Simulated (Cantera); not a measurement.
Mixture: CH4 : O2 : N2 = 1 : 0.952 : 3.58 (molar parts), equivalence ratio 2.1, at 3.80 bar, adiabatic and at constant volume. Ignition delay is the time to a rise of 400 K.

Model: GRI-Mech 3.0 (53 species, 325 reactions), integrated in Cantera.

```csv
quantity,before,after
delay at 1150 K,37.1 ms,39.5 ms
delay at 1300 K,5.20 ms,5.65 ms
delay at 1450 K,0.925 ms,1.01 ms
delay at 1600 K,0.200 ms,0.220 ms
apparent activation energy between 1525 and 1675 K,200 kJ/mol,200 kJ/mol
```

**Question.** Name the change that produced these shifts.
A) CH4 1 to 0.6 parts
B) constant pressure in place of constant volume
C) pressure from 3.80 bar to 1.01 bar
D) pressure from 3.80 bar to 32.0 bar

**Answer.** B, constant pressure in place of constant volume
